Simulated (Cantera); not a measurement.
**Carbon deposition, reforming and gasification: C₂H₅OH + O₂ + N₂**

Feed: 1 mol C₂H₅OH, 0.3 mol O₂, 0.2 mol N₂, at 7.00 bar.

Method: chemical equilibrium by Gibbs-energy minimisation in Cantera with the NASA 1993 tables (ideal gas, pure condensed phases). Candidate condensed phases: C, C₆H₆, C₇H₈, C₈H₁₈, H₂O; 136 gas species. Equilibrium is a limit: real reactors are often held back by kinetics, nucleation or transport.

```
T (°C)  log p H₂  log p CO  log p H₂O  log p CH₄  log p N₂  log p CO₂  log p HCN  log p H  n C(graphite)
------  --------  --------  ---------  ---------  --------  ---------  ---------  -------  -------------
827         0.56      0.23      -0.25      -0.32     -0.46      -0.59      -4.60    -7.31          0.591
927         0.60      0.33      -0.66      -0.60     -0.50      -1.07      -4.08    -6.40          0.434
1027        0.62      0.36      -1.06      -0.86     -0.52      -1.57      -3.63    -5.65          0.384
1127        0.63      0.37      -1.43      -1.11     -0.53      -2.03      -3.25    -5.00          0.378
1227        0.63      0.37      -1.76      -1.32     -0.53      -2.44      -2.92    -4.44          0.381
1327        0.64      0.37      -2.05      -1.51     -0.53      -2.80      -2.64    -3.95          0.384
1427        0.64      0.37      -2.31      -1.69     -0.54      -3.11      -2.39    -3.51          0.386
1527        0.64      0.37      -2.54      -1.84     -0.54      -3.39      -2.16    -3.13          0.386
1627        0.64      0.37      -2.74      -1.97     -0.54      -3.64      -1.96    -2.78          0.384
1727        0.64      0.37      -2.92      -2.10     -0.55      -3.86      -1.79    -2.47          0.379
1827        0.64      0.37      -3.09      -2.21     -0.55      -4.05      -1.63    -2.19          0.370
1927        0.64      0.37      -3.24      -2.31     -0.56      -4.23      -1.48    -1.93          0.357
2027        0.63      0.37      -3.38      -2.40     -0.57      -4.39      -1.36    -1.70          0.338
2127        0.63      0.37      -3.50      -2.49     -0.59      -4.54      -1.24    -1.48          0.313
```
log p: log10 of the partial pressure in bar; n: condensed amount in mol.

From 827 °C to 2127 °C the condensed part is C(graphite). The main C-bearing gas is CO throughout. The share of C in condensed phases is highest at 827 °C (29.5 %) and lowest at 2127 °C (15.6 %).
